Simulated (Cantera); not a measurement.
Ignition delay

Mixture: CO : H2 : CH4 : O2 : N2 = 1 : 0.25 : 0.039 : 0.586 : 3.75 (molar parts), equivalence ratio 1.2, at 11.0 bar, adiabatic and at constant volume. Ignition delay is the time to a rise of 400 K.

Detailed kinetics in Cantera: GRI-Mech 3.0 (53 species, 325 reactions). Below about 1000 K GRI-Mech 3.0 lacks low-temperature oxidation paths. Below about 950 K walls govern HO2 and H2O2 in real vessels.

```csv
T0 (K),delay (ms)
925,28.2
1000,4.06
1075,0.733
1150,0.158
1225,0.0436
1300,0.0168
```

```yaml
apparent activation energy between 1150 and 1300 K: 190 kJ/mol
```
